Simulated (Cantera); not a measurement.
Input: 1 mol B, 1.3 mol Cl2, 1 mol O2, equilibrated at 1325 K and 83.0 mbar.

Cantera equilibrium calculation (NASA polynomials, part measured and part estimated; ideal gas, pure solids and liquids). Candidate condensed phases: B, B2O3; 18 gas species. The tables' values for BOCl are old estimates; treat these amounts as uncertain. Rates play no part.

Base state: Cl2 0.795, O2 0.157, Cl 0.0478, ClO 0.000172, BOCl 4.06e-5, BCl3 1.83e-5 (mole fractions); condensed: B2O3(l).

Question: What changes in the equilibrium state with this change: temperature from 1325 K to 1225 K?

Answer: 
```csv
species,before,after
Cl2,0.795,0.821
O2,0.157,0.160
Cl,0.0478,0.0192
BOCl,4.06e-5,4.56e-6
BCl3,1.83e-5,3.97e-6
ClO,0.000172,8.29e-5
"B2O3(l), mol",0.500,0.500
```

Question: What changes in the equilibrium state with this change: B replaced by TiO2?

Answer: 
| species | before | after |
|---|---|---|
| Cl2 | 0.795 | 0.534 |
| O2 | 0.157 | 0.426 |
| Cl | 0.0478 | 0.0392 |
| BOCl | 4.06e-5 | 0 |
| TiCl4 | 0 | 6.64e-5 |
| BCl3 | 1.83e-5 | 0 |
| ClO | 0.000172 | 0.000233 |
| B2O3(l), mol | 0.500 | 0 |
| TiO2(rutile), mol | 0 | 1.000 |
Further candidate phases: Ti, TiCl2, TiCl3, TiCl4, TiO, TiO2, Ti2O3, Ti3O5, Ti4O7.

Question: What changes in the equilibrium state with this change: temperature from 1325 K to 975 K?

Answer: 
```csv
species,before,after
Cl2,0.795,0.838
O2,0.157,0.161
Cl,0.0478,0.000841
BCl3,1.83e-5,1.86e-8
BOCl,4.06e-5,2.44e-9
ClO,0.000172,6.49e-6
"B2O3(l), mol",0.500,0.500
```
